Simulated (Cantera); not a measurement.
Charge: 1 mol MgO, 1.1 mol CO, 3.2 mol CH₄, at 25.0 mbar.

Equilibrium computed with Cantera from the NASA thermochemical tables; the gas is ideal and each condensed phase is pure. Candidate condensed phases: C, C₆H₆, C₇H₈, C₈H₁₈, H₂O, Mg, MgCO₃, MgO, Mg(OH)₂; 116 gas species. Equilibrium is a limit: real reactors are often held back by kinetics, nucleation or transport.

What share of the Mg ends up in condensed phases as a function of T (K), at 1048, 1123, 1198, 1273, 1348, 1423, 1498, 1573, 1648?


```tsv
T (K)	Mg condensed (%)	as
1048	100.0	MgO(s)
1123	100.0	MgO(s)
1198	100.0	MgO(s)
1273	100.0	MgO(s)
1348	100.0	MgO(s)
1423	99.7	MgO(s)
1498	95.6	MgO(s)
1573	57.3	MgO(s)
1648	0.0	-
```
